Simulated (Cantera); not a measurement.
A closed system holds: 1 mol SiH2Cl2, 1.2 mol NH3, 72 mol H2, 82 mol N2, at 1750 K.

These are equilibrium values from Cantera (NASA tables, ideal gas, pure condensed phases), not measurements of a reactor. Candidate condensed phases: NH4Cl, Si, Si3N4; 28 gas species. The numbers say what is thermodynamically allowed, not how fast it happens.

What share of the Si ends up in condensed phases as a function of P (Pa), at 5, 17, 59, 210, 710, 2400, 8400, 29000, 100000?


```
P (Pa)  Si condensed (%)        as
------  ----------------  --------
5                    0.0         -
17                   0.0         -
59                  41.3     Si(l)
210                 72.8     Si(l)
710                 81.8     Si(l)
2400                92.2  Si3N4(s)
8400                96.5  Si3N4(s)
29000               98.5  Si3N4(s)
100000              99.3  Si3N4(s)
```
